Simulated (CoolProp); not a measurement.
Vapour pressure (MPa) of cis-2-butene: the reference equation beside estimates from Tc = 162.6 °C, pc = 4.236 MPa, ω = 0.202. Clausius-Clapeyron is anchored at 48.65 °C with a constant enthalpy of vaporisation of 20.52 kJ/mol.

Model: reference Helmholtz-energy equation of state, Lemmon 2005, in CoolProp. It is a short technical equation, of lower accuracy than the large ones.

```csv
T (°C),reference,Lee-Kesler,Clausius-Clapeyron
9.85,0.1273,0.1267,0.1503
17.65,0.1675,0.1672,0.1899
25.35,0.2161,0.2163,0.2364
33.15,0.2757,0.2764,0.2918
40.95,0.3470,0.3485,0.3564
48.65,0.4302,0.4326,0.4302
56.45,0.5289,0.5323,0.5158
64.15,0.6420,0.6464,0.6120
71.95,0.7740,0.7794,0.7221
79.65,0.9230,0.9293,0.8441
87.45,1.094,1.102,0.9820
95.15,1.286,1.293,1.133
102.95,1.503,1.512,1.302
110.75,1.747,1.756,1.488
```

Absolute difference from the reference over all 14 rows, mean and median: Lee-Kesler 0.5 and 0.6 %, Clausius-Clapeyron 8.7 and 9.0 %.
